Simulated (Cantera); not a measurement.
## Hydrocarbon pyrolysis for carbon deposition

An isothermal, constant-pressure homogeneous reactor starts with 14.1 % C₂H₄, 85.9 % H₂, at 1525 K and 188 Torr.

Model: GRI-Mech 3.0 (53 species, 325 reactions), integrated in Cantera. GRI-Mech 3.0 was tuned for natural gas; its chemistry of ethylene as a main component is partial and can be far from experiment. GRI-Mech 3.0 stops at C3 and has no aromatics, soot or wall deposition, so with more carbon than oxygen in the feed, carbon stays in small species such as C2H2 where larger ones or solid carbon would form.

```
t (s)      x C₂H₄   x H₂      x H     x CH₄     x C₂H     x CH₃    x C₂H₂
--------  -------  -----  -------  --------  --------  --------  --------
0.000100    0.141  0.859  2.97e-7   2.50e-9    <1e-12  3.19e-10  0.000147
0.000268    0.140  0.859  8.19e-7   4.55e-8    <1e-12   2.18e-9  0.000407
0.000720    0.139  0.859  2.58e-6   8.54e-7  7.87e-12   1.57e-8   0.00120
0.00193     0.136  0.860  1.33e-5   1.95e-5  1.53e-10   1.57e-7   0.00453
0.00518     0.110  0.863  4.50e-5  0.000409   3.04e-9   1.19e-6    0.0266
0.0139     0.0540  0.869  4.91e-5   0.00155   9.34e-9   2.20e-6    0.0755
0.0373     0.0116  0.873  5.42e-5   0.00261   1.53e-8   3.37e-6     0.112
0.100     0.00558  0.874  5.79e-5   0.00344   1.70e-8   4.66e-6     0.117
0.268     0.00553  0.872  5.66e-5   0.00534   1.66e-8   7.06e-6     0.117
0.720     0.00544  0.870  5.39e-5    0.0101   1.56e-8   1.27e-5     0.115
1.93      0.00524  0.863  4.96e-5    0.0202   1.40e-8   2.35e-5     0.111
5.18      0.00498  0.854  4.54e-5    0.0344   1.24e-8   3.70e-5     0.106
13.9      0.00486  0.850  4.40e-5    0.0407   1.18e-8   4.27e-5     0.104
37.3      0.00486  0.850  4.39e-5    0.0410   1.17e-8   4.29e-5     0.104
100       0.00486  0.850  4.39e-5    0.0410   1.17e-8   4.29e-5     0.104
```
x: mole fraction; the columns are a selection and need not sum to one.

Equilibrium at this temperature and pressure: C₂H₄ 0.00486, H₂ 0.850, H 4.39e-5, CH₄ 0.0410, C₂H 1.17e-8, CH₃ 4.29e-5, C₂H₂ 0.104 (gas phase only).
